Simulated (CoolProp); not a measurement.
Vapour-liquid equilibrium of CH2F2 (R32) (1) + R236FA (2) at 198.2 K; x and y are mole fractions of (1).

Computed with CoolProp (multi-fluid Helmholtz-energy mixture model, Tillner-Roth 1997 and Pan 2012; pair parameters Bell 2016).

Q: Give the bubble pressure and the first vapour's composition at x = 0.05, 0.2, 0.8. Is there an azeotrope?

A: x = 0.05: 0.002605 MPa, y = 0.602; x = 0.2: 0.007183 MPa, y = 0.878; x = 0.8: 0.02167 MPa, y = 0.987. No azeotrope shows between x = 0.05 and 0.95.

The pair parameters rest on a limited set of measurements; away from them the model extrapolates.
